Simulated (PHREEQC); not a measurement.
A made-up water analysis in mg/L, 25 °C, pH 7.01, pe 0.7:

```
constituent           mg/L
------------------  ------
Na                    6740
K                     3740
Ca                     621
Mg                    1110
Cl                   12500
S(6) as SO4           7850
Alkalinity as HCO3  0.0795
Li                    9.96
```

Valence states are taken as typed.

Model: ion-association model, phreeqc.dat, run in PHREEQC.

Precipitation was switched off in this run.

Question: Predict the ionic strength, activity of water, density.

Answer: ionic strength 0.559 mol/kgw; activity of water 0.985; density 1.022 g/cm³.

Question: In which forms is Ca present?

Answer: Ca+2 74 %, CaSO4 26 % of the Ca.

Species that the database lacks are ignored.
